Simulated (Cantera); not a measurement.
Standard-state values (1 bar) from the NASA 1993 polynomials, evaluated with Cantera. Values are per mole of reaction as written; species without (g) are pure solids or liquids, kept so even where they would boil at 1 bar.

Problem. Between 448 and 673 K, where is each reaction favourable under standard conditions?
- P4(g) + 10 NO(g) ⇌ P4O10 + 5 N2(g)

Solution. 
- P4(g) + 10 NO(g) ⇌ P4O10 + 5 N2(g): ΔG° is -3444 kJ at 448 K and -3179 kJ at 673 K; it stays negative (K > 1). ΔH° is -3959 kJ and ΔS° -1159 J/K at 673 K.
